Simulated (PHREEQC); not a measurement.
2.6 g of hydrous ferric oxide (600 m²/g; 0.2 weak and 0.005 strong sites per Fe, Dzombak-Morel constants, diffuse double layer) in 1 kg of water with 0.1 mol/kgw of an inert sodium salt and 0.0082 mol CuCl2, at 25 °C; the pH is set by adding NaOH or the inert anion's acid. Oxygen is held at 0.21 atm. CO2 from the air is kept out. Precipitation was switched off in this run.

Base run: PHREEQC, ion-association model, wateq4f.dat. Each further column changes one thing. The table gives Cu sorbed (%).

```csv
pH,base,background salt from 0.1 to 0.01 mol/kgw,oxide from 2.6 to 13 g/kgw,0.02 mol/kgw Ag2SO4 added
4,5.1,5.7,22.3,3.3
4.5,20.8,20.9,62.1,13.5
5.5,60.3,53.6,98.6,48.6
6,66.4,59.3,99.8,54.9
6.5,68.0,59.9,100.0,57.4
7.5,62.9,53.1,100.0,57.3
8,56.9,48.2,100.0,54.3
8.5,50.2,43.7,100.0,45.5
9.5,40.9,38.4,100.0,15.2
10,38.1,37.0,99.9,6.2
10.5,35.9,36.0,99.9,1.6
11.5,30.8,33.2,98.7,0.0
12,26.2,30.1,93.1,0.0
```

In at least one series the solution becomes supersaturated in solids that the run did not let form, among them Cu(OH)2, Atacamite. The database's constant for dissolved Cu(OH)2 is higher than later reviews accept.
